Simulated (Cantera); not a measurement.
A perfectly stirred reactor is fed with CH₄ : H₂ : O₂ : N₂ = 1 : 0.71 : 5.48 : 20.6 (molar parts), at 0.987 atm; it is adiabatic with a 598 K inlet, and is followed from long to short residence time, starting on the burning branch (τ in s: 0.4, 0.17, 0.072, 0.031, 0.013, 0.0055, 0.0023, 0.001, 0.00042, 0.00018, 7.7e-05, 3.3e-05).

Cantera simulation using GRI-Mech 3.0 (53 species, 325 reactions); the numbers are that mechanism's predictions, not measurements.

Question: Predict: blow-out, bracketed by the residence times tried; x(CH₄) at τ = 0.400 s; x(H₂) at τ = 0.400 s; x(O₂) at τ = 0.400 s; x(NO) at τ = 0.400 s; x(H₂O) at τ = 0.400 s; x(CH₄) at τ = 2.30 ms; x(H₂) at τ = 2.30 ms; x(O₂) at τ = 2.30 ms; x(NO) at τ = 2.30 ms; x(H₂O) at τ = 2.30 ms.

Answer: 
| Property | Value |
|---|---|
| blow-out, bracketed by the residence times tried | burning at 0.420 ms, out at 0.180 ms |
| x(CH₄) at τ = 0.400 s | 5.33e-6 |
| x(H₂) at τ = 0.400 s | 2.32e-5 |
| x(O₂) at τ = 0.400 s | 0.114 |
| x(NO) at τ = 0.400 s | 4.39e-6 |
| x(H₂O) at τ = 0.400 s | 0.0985 |
| x(CH₄) at τ = 2.30 ms | 0.000144 |
| x(H₂) at τ = 2.30 ms | 0.000682 |
| x(O₂) at τ = 2.30 ms | 0.115 |
| x(NO) at τ = 2.30 ms | 2.05e-6 |
| x(H₂O) at τ = 2.30 ms | 0.0963 |
